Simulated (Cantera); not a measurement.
Charge: 1 mol C₂H₅OH, 0.16 mol CO₂, 0.2 mol N₂, held at 2973.15 K and 100 Torr.

Method: chemical equilibrium by Gibbs-energy minimisation in Cantera with the NASA 1993 tables (ideal gas, pure condensed phases). Equilibrium is a limit: real reactors are often held back by kinetics, nucleation or transport.

```json
[
 {"species": "H₂", "before": "0.411", "after": "0.574"},
 {"species": "CO", "before": "0.254", "after": "0.285"},
 {"species": "H", "before": "0.255", "after": "0.0478"},
 {"species": "C₂H₂ (acetylene)", "before": "0.0237", "after": "0.0330"},
 {"species": "HCN", "before": "0.0198", "after": "0.0244"},
 {"species": "N₂", "before": "0.0261", "after": "0.0286"},
 {"species": "CH₄", "before": "1.81e-6", "after": "0.000140"},
 {"species": "C₂H₄", "before": "2.32e-7", "after": "1.80e-5"},
 {"species": "C₂", "before": "0.000177", "after": "4.46e-6"},
 {"species": "C₃", "before": "0.00175", "after": "4.41e-5"},
 {"species": "C₅", "before": "2.96e-5", "after": "7.43e-7"},
 {"species": "C", "before": "0.000294", "after": "7.39e-6"},
 {"species": "C(graphite), mol", "before": "0.395", "after": "0.375"}
]
```
Gas species are given as mole fractions.

Problem. What was changed between the two runs?
A) temperature from 2973.15 K to 1498.15 K
B) pressure from 100 Torr to 3980 Torr
C) N₂ from 0.2 to 5.1 mol
D) C₂H₅OH replaced by toluene

Solution. B, pressure from 100 Torr to 3980 Torr
